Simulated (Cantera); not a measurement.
Input (Python, Cantera) and output of one run.

```python
import numpy as np
import cantera as ct

gas_names = """
    H HNO HNO2 HNO3 HO2 H2 H2O H2O2 N NH NH2 NH3 NH2OH NO NO2 NO3 N2 N2H2 N2H4 N2O O OH O2 O3 Si SiH
    SiH2 SiH3 SiH4 SiN SiO SiO2 Si2 Si2N Si3
""".split()
cond_names = """
    H2O(s) H2O(L) Si(cr) Si(L) SiO2(Lqz) SiO2(hqz) SiO2(L) Si2N2O(s) Si3N4(a)
""".split()


def load(file, names, dense=False):
    # The tables refer to 1 bar. Condensed volumes are neglected.
    table = {s.name: s for s in ct.Species.list_from_file(file)}
    out = []
    for n in names:
        d = dict(table[n].input_data)
        d["thermo"] = dict(d["thermo"], **{"reference-pressure": 1e5})
        if dense:
            d["equation-of-state"] = {"model": "constant-volume", "density": "1e6 g/cm^3"}
        out.append(ct.Species.from_dict(d))
    return out


gas = ct.Solution(thermo="ideal-gas", species=load("nasa_gas.yaml", gas_names))
cond = {s.name: ct.Solution(thermo="fixed-stoichiometry", species=[s], name=s.name)
        for s in load("nasa_condensed.yaml", cond_names, dense=True)}
atoms = {
    'Si': {'Si': 1},
    'H2O': {'H': 2, 'O': 1},
    'N2': {'N': 2},
}
top_T = {'Si2N2O(s)': 2100, 'Si3N4(a)': 2400}  # K; cautious upper limits of use, not melting points


def equilibrate(T, P, feed):
    n = {}
    for name, mol in feed.items():
        for a, k in atoms[name].items():
            n[a] = n.get(a, 0.0) + k * mol
    gas.TPX = T, P, n
    mass = sum(n.values()) * gas.mean_molecular_weight
    gas.equilibrate("TP")
    valid = [c for c in cond.values() if c.min_temp <= T <= top_T.get(c.name, c.max_temp)]
    mix = ct.Mixture([(gas, mass / gas.mean_molecular_weight)] + [(c, 0.0) for c in valid])
    mix.T, mix.P = T, P
    mix.equilibrate("TP", solver="vcs", rtol=1e-11, max_steps=5000)
    return mix


results = []
feed = {'Si': 1, 'H2O': 0.43, 'N2': 5.2}  # mol
T = 1625  # K
P = 830000  # Pa
mix = equilibrate(T, P, feed)
results.append((T, P, feed, dict(zip(mix.species_names, mix.species_moles))))
x = sorted(zip(gas.X, gas.species_names), reverse=True)
print(f"T = {T:g} K  P = {P:g} Pa  gas = {mix.phase_moles(0):.4g} mol")
print("   x: " + "  ".join(f"{s} {v:.3e}" for v, s in x if v > 0.0001))
print("   condensed (mol): " + ("  ".join(f"{mix.phase(i).name} {mix.phase_moles(i):.4g}"
      for i in range(1, mix.n_phases) if mix.phase_moles(i) > 1e-12) or "none"))
```

Output:

```
T = 1625 K  P = 830000 Pa  gas = 5.107 mol
   x: N2 9.158e-01  H2 8.419e-02
   condensed (mol): Si2N2O(s) 0.43  Si3N4(a) 0.04667
```

Cantera equilibrium calculation (NASA polynomials, part measured and part estimated; ideal gas, pure solids and liquids). Mutual solubility and eutectic melting of coexisting phases are not modelled.
